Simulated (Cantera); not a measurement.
Source: NASA polynomial tables (part measured, part estimated), evaluated in Cantera. Values are per mole of reaction as written; species without (g) are pure solids or liquids, kept so even where they would boil at 1 bar.

Question: Between 300 and 2150 K, where is each reaction favourable under standard conditions?
- 2 C₃H₈(g) → 10 H(g) + 3 C₂H₂(g)
- 4 H₂S(g) + 6 C₂H₂(g) → 5 C₂H₄(g) + 2 CS₂(g)
- 2 CH₃(g) + C₂H₂(g) → 2 C₂H₄(g)

Answer: 
- 2 C₃H₈(g) → 10 H(g) + 3 C₂H₂(g): ΔG° is 2711 kJ at 300 K and 192 kJ at 2150 K; it stays positive (K < 1). ΔH° is 3187 kJ and ΔS° 1393 J/K at 2150 K.
- 4 H₂S(g) + 6 C₂H₂(g) → 5 C₂H₄(g) + 2 CS₂(g): ΔG° is -654 kJ at 300 K and 290 kJ at 2150 K; it changes sign between 300 and 1650 K. ΔH° is -808 kJ and ΔS° -511 J/K at 2150 K.
- 2 CH₃(g) + C₂H₂(g) → 2 C₂H₄(g): ΔG° is -372 kJ at 300 K and -62 kJ at 2150 K; it stays negative (K > 1). ΔH° is -418 kJ and ΔS° -165 J/K at 2150 K.
